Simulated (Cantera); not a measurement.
Feed: 1 mol FeS2, 0.15 mol H2S, 6.5 mol H2O, at 0.0100 bar.

Method: chemical equilibrium by Gibbs-energy minimisation in Cantera with the NASA 1993 tables (ideal gas, pure condensed phases). Candidate condensed phases: Fe, FeO, Fe(OH)2, Fe(OH)3, FeS, FeSO4, FeS2, Fe2O3, Fe2(SO4)3, Fe3O4, H2O, H2SO4, S; 22 gas species. FeS: taken at fixed stoichiometry. Gases not in the tables: S3 to S7. The numbers say what is thermodynamically allowed, not how fast it happens.

Which condensed phases are stable at each of these points (T (K)): 750, 800, 850, 900, 950, 1000, 1050, 1100, 1150, 1200, 1250, 1300?


```
T (K)  condensed phases  Fe condensed (%)
-----  ----------------  ----------------
750    FeS(s) + FeS2(s)             100.0
800    FeS(s) + FeS2(s)             100.0
850              FeS(s)             100.0
900              FeS(s)             100.0
950              FeS(s)             100.0
1000             FeS(s)             100.0
1050             FeS(s)             100.0
1100             FeS(s)             100.0
1150             FeS(s)             100.0
1200             FeS(s)             100.0
1250             FeS(s)             100.0
1300             FeS(s)             100.0
```

From 750 K to 800 K the condensed part is FeS(s) + FeS2(s). From 850 K to 1300 K the condensed part is FeS(s).
